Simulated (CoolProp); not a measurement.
Isopentane at several states: density (kg/m³) from the reference equation and from simpler models built on Tc = 460.3 K, pc = 3378 kPa, ω = 0.227; each cubic takes its own stable root.

Computed with CoolProp (reference Helmholtz-energy equation of state, Lemmon 2006). It is a short technical equation, of lower accuracy than the large ones.

```json
[
 {"T (K)": "297.2", "p (kPa)": "19900", "phase": "liquid", "reference": "639.5"},
 {"T (K)": "279.9", "p (kPa)": "16.9", "phase": "gas", "reference": "0.5288"},
 {"T (K)": "247.6", "p (kPa)": "27.2", "phase": "liquid", "reference": "663.9"},
 {"T (K)": "177", "p (kPa)": "4180", "phase": "liquid", "reference": "730.3"},
 {"T (K)": "215.1", "p (kPa)": "148", "phase": "liquid", "reference": "693.7"},
 {"T (K)": "413.5", "p (kPa)": "1620", "phase": "liquid", "reference": "463.8"}
]
```

### Question
How far does each simpler model (van der Waals, Soave-Redlich-Kwong, Peng-Robinson) lie from the reference over these 6 states: mean and median of the absolute difference, and the worst?

### Answer
- van der Waals: mean 50.4 %, median 38.8 %, worst -99.9 % at 247.6 K and 27.2 kPa
- Soave-Redlich-Kwong: mean 7.1 %, median 7.3 %, worst -13.9 % at 413.5 K and 1620 kPa
- Peng-Robinson: mean 3.3 %, median 3.2 %, worst +6.0 % at 297.2 K and 19900 kPa

At some of these states van der Waals gives the other phase, because its saturation line lies elsewhere.
